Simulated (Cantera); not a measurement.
An adiabatic, constant-volume homogeneous reactor starts with C3H8 : O2 : N2 = 1 : 8.47 : 31.9 (molar parts), equivalence ratio 0.59, at 1648 K and 8.90 bar. Integrator tolerance rtol = 1e-08.

Detailed kinetics in Cantera: GRI-Mech 3.0 (53 species, 325 reactions). GRI-Mech 3.0 was tuned for natural gas; its chemistry of propane as a main component is partial and can be far from experiment.

Question: What does this change do: pressure from 8.90 bar to 1.01 bar?

Answer: 
```csv
quantity,before,after
time of steepest temperature rise,5.38 µs,23.2 µs
temperature at 0.200 s,2889 K,2759 K
equilibrium temperature,2889 K,2759 K
x(C3H8) at 0.200 s,<1e-12 (gas-phase equilibrium <1e-12),<1e-12 (gas-phase equilibrium <1e-12)
x(O2) at 0.200 s,0.0704 (gas-phase equilibrium 0.0704),0.0730 (gas-phase equilibrium 0.0730)
x(OH) at 0.200 s,0.0143 (gas-phase equilibrium 0.0143),0.0177 (gas-phase equilibrium 0.0177)
x(C2H6) at 0.200 s,<1e-12 (gas-phase equilibrium <1e-12),<1e-12 (gas-phase equilibrium <1e-12)
x(CO) at 0.200 s,0.0119 (gas-phase equilibrium 0.0119),0.0182 (gas-phase equilibrium 0.0182)
```

Question: What does this change do: initial temperature 1648 to 1150 K?

Answer: 
```csv
quantity,before,after
time of steepest temperature rise,5.38 µs,4.03 ms
temperature at 0.200 s,2889 K,2610 K
equilibrium temperature,2889 K,2610 K
x(C3H8) at 0.200 s,<1e-12 (gas-phase equilibrium <1e-12),<1e-12 (gas-phase equilibrium <1e-12)
x(O2) at 0.200 s,0.0704 (gas-phase equilibrium 0.0704),0.0732 (gas-phase equilibrium 0.0732)
x(OH) at 0.200 s,0.0143 (gas-phase equilibrium 0.0143),0.00686 (gas-phase equilibrium 0.00686)
x(C2H6) at 0.200 s,<1e-12 (gas-phase equilibrium <1e-12),<1e-12 (gas-phase equilibrium <1e-12)
x(CO) at 0.200 s,0.0119 (gas-phase equilibrium 0.0119),0.00351 (gas-phase equilibrium 0.00351)
```
